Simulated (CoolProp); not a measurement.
Vapour-liquid equilibrium of toluene (1) + n-dodecane (2) at 440.3 K; x and y are mole fractions of (1).

Computed with CoolProp (multi-fluid Helmholtz-energy mixture model, Lemmon 2006 and Lemmon 2004; pair parameters Bell 2016).

Problem. Give the bubble pressure and the first vapour's composition at x = 0.125, 0.575, 0.875. Is there an azeotrope?

Solution. x = 0.125: 0.06262 MPa, y = 0.618; x = 0.575: 0.2286 MPa, y = 0.946; x = 0.875: 0.3477 MPa, y = 0.989. No azeotrope shows between x = 0.05 and 0.95.

Pair parameters are fitted to limited data, so mixtures are less certain than the pure fluids.
